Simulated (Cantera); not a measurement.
A perfectly stirred reactor is fed with H₂ : O₂ : N₂ = 1 : 1.22 : 4.59 (molar parts), at 700000 Pa; it is adiabatic with a 823 K inlet, and is followed from long to short residence time, starting on the burning branch (τ in s: 0.044, 0.02, 0.0087, 0.0039, 0.0017, 0.00076, 0.00034, 0.00015, 6.6e-05, 2.9e-05, 1.3e-05, 5.8e-06).

Cantera simulation using GRI-Mech 3.0 (53 species, 325 reactions); the numbers are that mechanism's predictions, not measurements. The hydrogen kinetics of GRI-Mech 3.0 are dated; newer H2 mechanisms differ, most at raised pressure.

One state of this run: T (K) = 1897; x H₂ = 0.000108; x O₂ = 0.114; x NO = 1.81e-5; x H = 6.08e-6; x H₂O₂ = 2.84e-7; x HO₂ = 4.04e-6; x OH = 0.00119. x: mole fraction; the columns are a selection and need not sum to one.

Which value of τ (s) does it belong to?
A) 0.00015
B) 0.0017
C) 6.6e-5
D) 0.0087

D, 0.0087
